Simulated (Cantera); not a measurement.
# Adiabatic ignition

An adiabatic, constant-pressure homogeneous reactor starts with CH₄ : CO : O₂ : N₂ : H₂O = 1 : 0.25 : 5.74 : 21.6 : 1 (molar parts), equivalence ratio 0.37, at 1225 K and 0.810 bar.

Computed with Cantera and GRI-Mech 3.0 (53 species, 325 reactions).

| t (s) | T (K) | x CH₄ | x CO | x O₂ | x NO | x N₂O | x NO₂ |
|---|---|---|---|---|---|---|---|
| 4.00e-6 | 1225 | 0.0338 | 0.00845 | 0.194 | <1e-12 | <1e-12 | <1e-12 |
| 1.90e-5 | 1225 | 0.0338 | 0.00845 | 0.194 | <1e-12 | <1e-12 | <1e-12 |
| 9.06e-5 | 1225 | 0.0338 | 0.00845 | 0.194 | <1e-12 | <1e-12 | <1e-12 |
| 0.000431 | 1225 | 0.0338 | 0.00845 | 0.194 | <1e-12 | <1e-12 | <1e-12 |
| 0.00205 | 1225 | 0.0338 | 0.00845 | 0.194 | <1e-12 | 6.09e-12 | <1e-12 |
| 0.00976 | 1226 | 0.0336 | 0.00845 | 0.194 | <1e-12 | 1.13e-10 | <1e-12 |
| 0.0464 | 2001 | <1e-12 | 0.000179 | 0.122 | 4.15e-5 | 2.64e-7 | 4.90e-8 |
| 0.221 | 2000 | <1e-12 | 0.000179 | 0.122 | 0.000263 | 2.63e-7 | 3.11e-7 |
| 1.05 | 1998 | <1e-12 | 0.000176 | 0.122 | 0.00124 | 2.62e-7 | 1.47e-6 |
| 5.00 | 1992 | <1e-12 | 0.000168 | 0.120 | 0.00408 | 2.62e-7 | 4.85e-6 |
x: mole fraction; the columns are a selection and need not sum to one.

time of steepest temperature rise: 24.0 ms
temperature at 5.00 s: 1992 K
equilibrium temperature: 1989 K
x(CH₄) at 5.00 s: <1e-12 (gas-phase equilibrium <1e-12)
x(CO) at 5.00 s: 0.000168 (gas-phase equilibrium 0.000164)
x(O₂) at 5.00 s: 0.120 (gas-phase equilibrium 0.119)
